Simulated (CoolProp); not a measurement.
Saturation properties of water.

Computed with CoolProp (reference Helmholtz-energy equation of state, Wagner 2002).

```
T (°C)   p (MPa)  vapour density (kg/m³)  liquid cp (kJ/(kg K))  surface tension (mN/m)
------  --------  ----------------------  ---------------------  ----------------------
41.65   0.008060                 0.05564                  4.180                    69.4
71.35    0.03307                  0.2095                  4.191                    64.3
101.05    0.1053                  0.6194                  4.217                    58.7
130.75    0.2764                   1.529                  4.263                    52.7
160.45    0.6253                   3.295                  4.337                    46.4
190.15     1.259                   6.416                  4.448                    39.7
219.85     2.313                   11.58                  4.614                    32.9
249.45     3.939                   19.78                  4.864                    26.0
279.15     6.335                   32.70                  5.274                    19.0
308.85     9.711                   53.50                  6.041                    12.2
338.55     14.34                   90.22                  8.024                    5.88
```

It boils at 100.0 °C under 1 atm.

Surface tension comes from a separate correlation (Mulero 2012).
